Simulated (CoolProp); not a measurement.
Vapour-liquid equilibrium of n-pentane (1) + the fluoroketone C6F12O (FK-5-1-12) (2) at 122 kPa; x and y are mole fractions of (1).

The numbers come from the multi-fluid Helmholtz-energy mixture model, Thol 2019 and McLinden 2015; pair parameters Bell 2016 in CoolProp.

**Question.** Give the bubble temperature and the first vapour's composition at x = 0.05, 0.5, 0.8. Is there an azeotrope?

**Answer.** x = 0.05: 49.8 °C, y = 0.181; x = 0.5: 34.2 °C, y = 0.658; x = 0.8: 34.3 °C, y = 0.696. y crosses x between x = 0.65 and 0.725: the model has an azeotrope there.

Pair parameters are fitted to limited data, so mixtures are less certain than the pure fluids.
